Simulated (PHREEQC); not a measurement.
Consider water at 25 °C with 0.1 mol/kgw CuSO4, 0.018 mol/kgw HNO3 and 0.061 mol/kgw NaCl. It is in equilibrium with CO2 at log p = 0 (atm). Otherwise closed; pH follows from the charge balance.

Model: ion-association model, wateq4f.dat, run in PHREEQC.

```tsv
quantity	before	after
pH	2.21	2.22
ionic strength (mol/kgw)	0.290	0.221
Cu+2 (mol/kgw)	0.0582	0.0558
SO4-2 (mol/kgw)	0.0472	0.0454
CuSO4 (mol/kgw)	0.0391	0.0442
HSO4- (mol/kgw)	0.0102	0.0104
SI of Chalcanthite (CuSO4:5H2O)	-1.06	-1.01
SI of Tenorite (CuO)	-4.97	-4.93
```

Task: What was changed between the two runs?
A. NaCl from 0.061 to 0.0671 mol/kgw
B. NaCl from 0.061 to 0.305 mol/kgw
C. HNO3 left out
D. temperature from 25 to 80 °C
E. NaCl left out

Result: E, NaCl left out

No solid was allowed to form.
